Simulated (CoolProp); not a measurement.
Vapour-liquid equilibrium of n-hexane (1) + p-xylene (2) at 588 kPa; x and y are mole fractions of (1).

Computed with CoolProp (multi-fluid Helmholtz-energy mixture model, Thol 2019 and Zhou 2012; pair parameters Bell 2016).

Task: Give the bubble temperature and the first vapour's composition at x = 0.35, 0.5, 0.65. Is there an azeotrope?

Result: x = 0.35: 448.1 K, y = 0.683; x = 0.5: 436.6 K, y = 0.799; x = 0.65: 427.5 K, y = 0.878. No azeotrope shows between x = 0.05 and 0.95.

Pair parameters are fitted to limited data, so mixtures are less certain than the pure fluids.
